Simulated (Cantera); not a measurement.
A perfectly stirred reactor is fed with 88.5 % NO, 11.5 % N2, at 1.00 atm; it is held at 1775 K, and followed from long to short residence time.

Computed with Cantera and GRI-Mech 3.0 (53 species, 325 reactions).

Question: Predict: x(NO) at τ = 0.410 s; x(NO2) at τ = 0.410 s; x(N2) at τ = 0.410 s; x(O2) at τ = 0.410 s; x(O) at τ = 0.410 s; x(NO) at τ = 37.0 ms; x(NO2) at τ = 37.0 ms; x(N2) at τ = 37.0 ms; x(O2) at τ = 37.0 ms; x(O) at τ = 37.0 ms.

Answer: 
- x(NO) at τ = 0.410 s: 0.785
- x(NO2) at τ = 0.410 s: 0.00107
- x(N2) at τ = 0.410 s: 0.165
- x(O2) at τ = 0.410 s: 0.0492
- x(O) at τ = 0.410 s: 2.36e-5
- x(NO) at τ = 37.0 ms: 0.874
- x(NO2) at τ = 37.0 ms: 0.000572
- x(N2) at τ = 37.0 ms: 0.120
- x(O2) at τ = 37.0 ms: 0.00498
- x(O) at τ = 37.0 ms: 1.20e-5
